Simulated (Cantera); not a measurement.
Cantera run:

```python
import numpy as np
import cantera as ct

gas_names = """
    H HNO HNO2 HNO3 HO2 H2 H2O H2O2 N NH NH2 NH3 NH2OH NO NO2 NO3 N2 N2H2 N2H4 N2O O OH O2 O3 Si SiH
    SiH2 SiH3 SiH4 SiN SiO SiO2 Si2 Si2N Si3
""".split()
cond_names = """
    H2O(s) H2O(L) Si(cr) Si(L) SiO2(Lqz) SiO2(hqz) SiO2(L) Si2N2O(s) Si3N4(a)
""".split()


def load(file, names, dense=False):
    # The tables refer to 1 bar. Condensed volumes are neglected.
    table = {s.name: s for s in ct.Species.list_from_file(file)}
    out = []
    for n in names:
        d = dict(table[n].input_data)
        d["thermo"] = dict(d["thermo"], **{"reference-pressure": 1e5})
        if dense:
            d["equation-of-state"] = {"model": "constant-volume", "density": "1e6 g/cm^3"}
        out.append(ct.Species.from_dict(d))
    return out


gas = ct.Solution(thermo="ideal-gas", species=load("nasa_gas.yaml", gas_names))
cond = {s.name: ct.Solution(thermo="fixed-stoichiometry", species=[s], name=s.name)
        for s in load("nasa_condensed.yaml", cond_names, dense=True)}
atoms = {
    'Si3N4': {'Si': 3, 'N': 4},
    'O2': {'O': 2},
    'H2': {'H': 2},
}
top_T = {'Si2N2O(s)': 2100, 'Si3N4(a)': 2400}  # K; cautious upper limits of use, not melting points


def equilibrate(T, P, feed):
    n = {}
    for name, mol in feed.items():
        for a, k in atoms[name].items():
            n[a] = n.get(a, 0.0) + k * mol
    gas.TPX = T, P, n
    mass = sum(n.values()) * gas.mean_molecular_weight
    gas.equilibrate("TP")
    valid = [c for c in cond.values() if c.min_temp <= T <= top_T.get(c.name, c.max_temp)]
    mix = ct.Mixture([(gas, mass / gas.mean_molecular_weight)] + [(c, 0.0) for c in valid])
    mix.T, mix.P = T, P
    mix.equilibrate("TP", solver="vcs", rtol=1e-11, max_steps=5000)
    return mix


results = []
feed = {'Si3N4': 1, 'O2': 3.6, 'H2': 0.53}  # mol
T = 1798.15  # K
P = 13332.2  # Pa
mix = equilibrate(T, P, feed)
results.append((T, P, feed, dict(zip(mix.species_names, mix.species_moles))))
print(gas.report(threshold=0.0001))
for i in range(1, mix.n_phases):
    print(f"{mix.phase(i).name:16s} {mix.phase_moles(i):12.5e} mol")
```

Output:

```
       temperature   1798.2 K
          pressure   13332 Pa
           density   0.023737 kg/m^3
  mean mol. weight   26.619 kg/kmol
   phase of matter   gas

                          1 kg             1 kmol
                     ---------------   ---------------
          enthalpy        2.8347e+05        7.5455e+06  J
   internal energy       -2.7819e+05       -7.4051e+06  J
           entropy             10368        2.7599e+05  J/K
    Gibbs function        -1.836e+07       -4.8872e+08  J
 heat capacity c_p            1444.9             38462  J/K
 heat capacity c_v            1132.6             30147  J/K

                      mass frac. Y      mole frac. X     chem. pot. / RT
                     ---------------   ---------------   ---------------
               H2O           0.12464           0.18417           -46.896
                NO         0.0032401         0.0028743           -30.766
                N2           0.73284           0.69634           -28.964
                 O        6.6773e-05        0.00011109           -16.284
                OH        0.00084199         0.0013178            -31.59
                O2           0.13835            0.1151           -32.568
     [  +29 minor]        1.0692e-05        8.9994e-05

Si(L)             0.00000e+00 mol
SiO2(L)           3.00000e+00 mol
Si2N2O(s)         0.00000e+00 mol
Si3N4(a)          0.00000e+00 mol
```

These are equilibrium values from Cantera (NASA tables, ideal gas, pure condensed phases), not measurements of a reactor. The tables hold silica as quartz up to 1696 K and as liquid above; real silica turns to tridymite and cristobalite and melts near 1996 K. Gases not in the tables: Si(OH)4.
